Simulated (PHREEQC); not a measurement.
A solution holds 48 mmol/kgw Fe(NO3)3, at 25 °C. Closed to the air; pH follows from the charge balance.

Equilibrium calculation in PHREEQC: ion-association model, phreeqc.dat.

```
quantity                    before     after
------------------------  --------  --------
pH                            1.80      2.53
ionic strength (mol/kgw)     0.279    0.0242
Fe+3 (mol/kgw)              0.0285   0.00164
Fe2(OH)2+4 (mol/kgw)       0.00638  0.000399
FeOH+2 (mol/kgw)           0.00496   0.00208
Fe3(OH)4+5 (mol/kgw)      0.000583   4.18e-5
SI of Goethite (FeOOH)       +3.91     +5.31
```

Question: Which change was made?
A. Fe(NO3)3 from 0.048 to 0.072 mol/kgw
B. temperature from 25 to 90 °C
C. 0.0025 mol/kgw Ba(OH)2 added
D. Fe(NO3)3 from 0.048 to 0.24 mol/kgw
E. diluted 10-fold with water

Answer: E, diluted 10-fold with water

Precipitation was switched off in this run. Some of these states are supersaturated (in Hematite (slow to form), Goethite (slow to form), for instance).
